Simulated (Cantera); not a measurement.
**Equilibrium for boron, boron nitride and boron oxide: BCl₃ + N₂ + H₂**

A closed system holds: 1 mol BCl₃, 17 mol N₂, a varied amount of H₂, equilibrated at 28000 Pa.

Cantera equilibrium calculation (NASA polynomials, part measured and part estimated; ideal gas, pure solids and liquids). Candidate condensed phases: B, BN, NH₄Cl; 21 gas species. N₂ is the only nitrogen source here; it is nearly inert below about 1500 K, so the nitride shown seldom forms there in practice. The tables' values for BCl₂ are old estimates. Rates play no part.

Q: Map the stable condensed phases over T = 1198, 1298, 1398, 1498, 1598, 1698, 1798, 1898, 1998, 2098, 2198, 2298 K and n(H₂) in mol = 0.1, 0.21, 0.44, 0.9, 1.9, 3.8, 7.9, 16, 34, 70, 140.

A: 
```
T in K \ n(H₂) in mol
          0.1 0.21 0.44  0.9  1.9  3.8  7.9   16   34   70  140
   2298     A    A    A    B    B    B    B    B    B    B    B
   2198     A    A    B    B    B    B    B    B    B    B    B
   2098     A    B    B    B    B    B    B    B    B    B    B
   1998     B    B    B    B    B    B    B    B    B    B    B
   1898     B    B    B    B    B    B    B    B    B    B    B
   1798     B    B    B    B    B    B    B    B    B    B    B
   1698     B    B    B    B    B    B    B    B    B    B    B
   1598     B    B    B    B    B    B    B    B    B    B    B
   1498     B    B    B    B    B    B    B    B    B    B    B
   1398     B    B    B    B    B    B    B    B    B    B    B
   1298     B    B    B    B    B    B    B    B    B    B    B
   1198     B    B    B    B    B    B    B    B    B    B    B
```
A: gas only; B: BN.
